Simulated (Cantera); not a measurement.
Input: 1 mol SiHCl3, 3.2 mol N2, held at 1.60 bar.

Method: chemical equilibrium by Gibbs-energy minimisation in Cantera with the NASA 1993 tables (ideal gas, pure condensed phases). Candidate condensed phases: NH4Cl, Si, Si3N4; 28 gas species. N2 is the only nitrogen source here; it is nearly inert below about 1500 K, so the nitride shown seldom forms there in practice. The tables' values for SiCl3 are old estimates; treat these amounts as uncertain. Rates play no part. All values below are at 1323 K.

Base state: N2 0.671, HCl 0.165, SiCl4 0.129, H2 0.0319, SiCl3 0.00221, SiHCl3 0.00126, SiCl2 0.000207 (mole fractions); condensed: Si3N4(s).

Q: What changes in the equilibrium state with this change: N2 from 3.2 to 7.4 mol?

A: 
| species | before | after |
|---|---|---|
| N2 | 0.671 | 0.831 |
| HCl | 0.165 | 0.0908 |
| SiCl4 | 0.129 | 0.0636 |
| H2 | 0.0319 | 0.0128 |
| SiHCl3 | 0.00126 | 0.000456 |
| SiCl3 | 0.00221 | 0.00126 |
| SiCl2 | 0.000207 | 0.000136 |
| Si3N4(s), mol | 0.142 | 0.147 |
